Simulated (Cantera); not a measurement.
A freely propagating, adiabatic, planar premixed flame of H₂ : O₂ : N₂ = 1 : 0.25 : 0.94 (molar parts), unburnt at 600 K and 3.50 bar; mixture-averaged transport, grid criteria slope 0.08 and curve 0.16, no radiation.

Computed with Cantera and the H2/O2 subset of GRI-Mech 3.0, which has no nitrogen chemistry. The hydrogen kinetics of GRI-Mech 3.0 are dated; newer H2 mechanisms differ, most at raised pressure. Burning velocities carry a grid error of a few per cent, more on coarse grids.

Q: How do the results move with these cheaper or finer settings: unity-Lewis-number transport; multicomponent transport; multicomponent+Soret transport; grid criteria slope 0.5, curve 1; grid criteria slope 0.25, curve 0.5; grid criteria slope 0.03, curve 0.06?

A: 
```json
[
 {"setting": "as above", "laminar burning velocity": "939 cm/s", "thermal thickness": "0.0898 mm", "peak x(OH)": "0.00513", "peak x(O)": "0.00312", "grid points": "111"},
 {"setting": "unity-Lewis-number transport", "laminar burning velocity": "581 cm/s", "thermal thickness": "0.0825 mm", "peak x(OH)": "0.00525", "peak x(O)": "0.00225", "grid points": "103"},
 {"setting": "multicomponent transport", "laminar burning velocity": "920 cm/s", "thermal thickness": "0.0904 mm", "peak x(OH)": "0.00512", "peak x(O)": "0.00305", "grid points": "111"},
 {"setting": "multicomponent+Soret transport", "laminar burning velocity": "888 cm/s", "thermal thickness": "0.0883 mm", "peak x(OH)": "0.00515", "peak x(O)": "0.00307", "grid points": "111"},
 {"setting": "grid criteria slope 0.5, curve 1", "laminar burning velocity": "1030 cm/s", "thermal thickness": "0.114 mm", "peak x(OH)": "0.00522", "peak x(O)": "0.00283", "grid points": "44"},
 {"setting": "grid criteria slope 0.25, curve 0.5", "laminar burning velocity": "960 cm/s", "thermal thickness": "0.100 mm", "peak x(OH)": "0.00527", "peak x(O)": "0.00290", "grid points": "54"},
 {"setting": "grid criteria slope 0.03, curve 0.06", "laminar burning velocity": "934 cm/s", "thermal thickness": "0.0873 mm", "peak x(OH)": "0.00510", "peak x(O)": "0.00318", "grid points": "259"}
]
```
Unity Lewis numbers drop preferential diffusion, which matters most where H2 and H carry the flame; Soret adds thermal diffusion.
